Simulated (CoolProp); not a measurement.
Acetone at several states: fugacity coefficient from the reference equation and from simpler models built on Tc = 508.1 K, pc = 46.92 bar, ω = 0.307; each cubic takes its own stable root.

The numbers come from the reference Helmholtz-energy equation of state, Lemmon 2006 in CoolProp. It is a short technical equation, of lower accuracy than the large ones.

| T (K) | p (bar) | phase | reference | van der Waals | Redlich-Kwong |
|---|---|---|---|---|---|
| 455.5 | 42.7 | liquid | ___ | ___ | ___ |
| 295.7 | 27.1 | liquid | ___ | 0.1337 | ___ |
| 526.3 | 0.113 | gas | 0.9992 | 0.9993 | 0.9993 |

Fill in the missing entries.


- 455.5, reference: 0.3843
- 455.5, van der Waals: 0.5612
- 455.5, Redlich-Kwong: 0.4696
- 295.7, reference: 0.01079
- 295.7, Redlich-Kwong: 0.02774
